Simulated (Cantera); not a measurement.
A Cantera script and what it prints.

```python
import numpy as np
import cantera as ct

gas_names = """
    H HO2 H2 H2O H2O2 O OH O2 O3 Pb PbO Pb2
""".split()
cond_names = """
    H2O(s) H2O(L) Pb(cr) Pb(L) PbO(rd) PbO(yw) PbO(L) PbO2(s) Pb3O4(s)
""".split()


# ... load() reads the species with a 1 bar reference pressure and builds the phases ...
atoms = {
    'PbO': {'Pb': 1, 'O': 1},
    'O2': {'O': 2},
    'H2': {'H': 2},
}
top_T = {'Pb3O4(s)': 820}  # K; cautious upper limits of use, not melting points


# ... equilibrate(T, P, feed) seeds the gas with the atoms and calls Mixture.equilibrate('TP', solver="vcs", rtol=1e-11, max_steps=5000) ...
results = []
feed = {'PbO': 1, 'O2': 0.051, 'H2': 9.7}  # mol
T = 700  # K
P = 270000  # Pa
mix = equilibrate(T, P, feed)
results.append((T, P, feed, dict(zip(mix.species_names, mix.species_moles))))
x = sorted(zip(gas.X, gas.species_names), reverse=True)
print(f"T = {T:g} K  P = {P:g} Pa  gas = {mix.phase_moles(0):.4g} mol")
print("   x: " + "  ".join(f"{s} {v:.3e}" for v, s in x if v > 1e-06))
print("   condensed (mol): " + ("  ".join(f"{mix.phase(i).name} {mix.phase_moles(i):.4g}"
      for i in range(1, mix.n_phases) if mix.phase_moles(i) > 1e-12) or "none"))
```

Output:

```
T = 700 K  P = 270000 Pa  gas = 9.7 mol
   x: H2 8.864e-01  H2O 1.136e-01
   condensed (mol): Pb(L) 1
```

Equilibrium computed with Cantera from the NASA thermochemical tables; the gas is ideal and each condensed phase is pure.
